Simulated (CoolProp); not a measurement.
Values from CoolProp's reference Helmholtz-energy equation of state, Tillner-Roth 1997.

Problem. For CH2F2 (R32), give the phase and the Z, cp (kJ/(kg K)), Joule-Thomson coefficient (K/MPa), conductivity (mW/(m K)) at 362 K and 54.2 bar; 362 K and 90.4 bar.

Solution. 
- 362 K and 54.2 bar: gas; Z 0.580, cp 2.54, Joule-Thomson coefficient 11.6, conductivity 34.9
- 362 K and 90.4 bar: supercritical; Z 0.241, cp 3.45, Joule-Thomson coefficient 2.33, conductivity 86.1

Thermal conductivity comes from a separate model (Huber 2003), an estimate that may be off by 10 % or more.
